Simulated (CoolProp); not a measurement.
A simple Rankine cycle with R1224YDZ: condensing at 318.15 K, boiler at 1.07 MPa, turbine inlet 371.7 K, turbine efficiency 0.85, pump efficiency 0.6, no recuperator. Each further row changes one setting.

Model: reference Helmholtz-energy equation of state, Akasaka 2023, in CoolProp.

```csv
case,thermal efficiency (%),net work (kJ/kg),heat in (kJ/kg),turbine exit temperature (K),volume ratio over the turbine
as stated,9.6,18.0,187,335.2,4.06
turbine inlet 391.7 K,9.5,19.8,209,[?],3.92
condensing temperature 310.15 K,11.0,21.5,197,329.5,5.20
boiler pressure 0.749 MPa,7.3,14.2,[?],347.2,2.69
turbine efficiency 0.75,8.4,15.7,187,[?],[?]
```

Q: Some entries are withheld; supply them.

A: 
- turbine inlet 391.7 K, turbine exit temperature (K): 357.1
- boiler pressure 0.749 MPa, heat in (kJ/kg): 194
- turbine efficiency 0.75, turbine exit temperature (K): 337.8
- turbine efficiency 0.75, volume ratio over the turbine: 4.10
